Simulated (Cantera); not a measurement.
What does this Cantera script print?

```python
import numpy as np
import cantera as ct

gas_names = """
    Br Br2 H HBr HO2 H2 H2O H2O2 O OH O2 O3
""".split()
cond_names = """
    Br2(cr) Br2(L) H2O(s) H2O(L)
""".split()


# ... load() reads the species with a 1 bar reference pressure and builds the phases ...
atoms = {
    'HBr': {'H': 1, 'Br': 1},
    'H2O': {'H': 2, 'O': 1},
    'H2': {'H': 2},
}
top_T = {}  # K; cautious upper limits of use, not melting points


# ... equilibrate(T, P, feed) seeds the gas with the atoms and calls Mixture.equilibrate('TP', solver="vcs", rtol=1e-11, max_steps=5000) ...
results = []
feed = {'HBr': 1, 'H2O': 0.13, 'H2': 0.36}  # mol
T = 1500  # K
P = 310000  # Pa
mix = equilibrate(T, P, feed)
results.append((T, P, feed, dict(zip(mix.species_names, mix.species_moles))))
x = sorted(zip(gas.X, gas.species_names), reverse=True)
print(f"T = {T:g} K  P = {P:g} Pa  gas = {mix.phase_moles(0):.4g} mol")
print("   x: " + "  ".join(f"{s} {v:.3e}" for v, s in x if v > 1e-06))
print("   condensed (mol): " + ("  ".join(f"{mix.phase(i).name} {mix.phase_moles(i):.4g}"
      for i in range(1, mix.n_phases) if mix.phase_moles(i) > 1e-12) or "none"))
```

Result:

```
T = 1500 K  P = 310000 Pa  gas = 1.491 mol
   x: HBr 6.692e-01  H2 2.422e-01  H2O 8.719e-02  Br 1.366e-03  Br2 6.471e-05  H 4.920e-06
   condensed (mol): none
```

These are equilibrium values from Cantera (NASA tables, ideal gas, pure condensed phases), not measurements of a reactor.
